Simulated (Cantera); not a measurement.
# Low-pressure radical oxidation in H2/O2

A perfectly stirred reactor is fed with 27.0 % H2, 73.0 % O2, at 1330 Pa; it is held at 1148 K, and followed from long to short residence time.

Model: the H2/O2 subset of GRI-Mech 3.0, which has no nitrogen chemistry, integrated in Cantera. Radical loss at walls, strong at low pressure, is not modelled. The temperature is held fixed by assumption; the heat of reaction is taken as removed at once.

```csv
τ (s),x H2,x O2,x OH,x H2O2,x HO2
1.6,0.000751,0.686,0.00172,4.71e-7,6.51e-6
0.49,0.00159,0.683,0.00256,5.82e-7,9.05e-6
0.15,0.00330,0.679,0.00381,6.58e-7,1.13e-5
0.045,0.00677,0.669,0.00562,6.66e-7,1.28e-5
0.014,0.0129,0.652,0.00782,5.99e-7,1.29e-5
0.0041,0.0237,0.629,0.0100,5.11e-7,1.17e-5
0.0013,0.0432,0.622,0.0117,5.08e-7,1.04e-5
```
x: mole fraction; the columns are a selection and need not sum to one.
